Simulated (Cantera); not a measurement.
What does this Cantera script print?

```python
import numpy as np
import cantera as ct

gas_names = [...]  # 109 gases of nasa_gas.yaml made of C, Cl, H, Si
cond_names = """
    C(gr) C6H6(L) C7H8(L) C8H18(L),n-octa Si(cr) Si(L) SiC(b)
""".split()


# ... load() reads the species with a 1 bar reference pressure and builds the phases ...
atoms = {
    'CH3Cl': {'C': 1, 'H': 3, 'CL': 1},
    'Si': {'Si': 1},
}
top_T = {'C(gr)': 4500, 'SiC(b)': 3050}  # K; cautious upper limits of use, not melting points


# ... equilibrate(T, P, feed) seeds the gas with the atoms and calls Mixture.equilibrate('TP', solver="vcs", rtol=1e-11, max_steps=5000) ...
results = []
feed = {'CH3Cl': 1, 'Si': 0.18}  # mol
T = 1598  # K
P = 3  # Pa
mix = equilibrate(T, P, feed)
results.append((T, P, feed, dict(zip(mix.species_names, mix.species_moles))))
print(gas.report(threshold=1e-05))
for i in range(1, mix.n_phases):
    print(f"{mix.phase(i).name:16s} {mix.phase_moles(i):12.5e} mol")
```

It prints:

```
       temperature   1598 K
          pressure   3 Pa
           density   4.4137e-06 kg/m^3
  mean mol. weight   19.548 kg/kmol
   phase of matter   gas

                          1 kg             1 kmol
                     ---------------   ---------------
          enthalpy       -1.2928e+05       -2.5271e+06  J
   internal energy       -8.0897e+05       -1.5814e+07  J
           entropy             15539        3.0375e+05  J/K
    Gibbs function       -2.4961e+07       -4.8793e+08  J
 heat capacity c_p            1726.4             33748  J/K
 heat capacity c_v            1301.1             25433  J/K

                      mass frac. Y      mole frac. X     chem. pot. / RT
                     ---------------   ---------------   ---------------
    C2H2,acetylene        1.8339e-05        1.3768e-05           -34.493
                CL         0.0090068         0.0049665           -28.793
                 H        0.00035827         0.0069479           -14.937
               HCL           0.86129            0.4618            -43.73
                H2          0.052715           0.51114           -29.875
                Si        4.6755e-05        3.2542e-05           -9.3061
              SiCL        0.00012472        3.8372e-05           -38.099
             SiCL2           0.07593          0.014995           -66.892
             SiCL3        0.00050355        7.3219e-05           -95.684
     [ +100 minor]        1.0118e-05        1.6571e-06

C(gr)             8.50407e-01 mol
Si(cr)            0.00000e+00 mol
SiC(b)            1.49537e-01 mol
```

These are equilibrium values from Cantera (NASA tables, ideal gas, pure condensed phases), not measurements of a reactor. The tables' values for SiCl3, SiCl are old estimates; treat these amounts as uncertain.
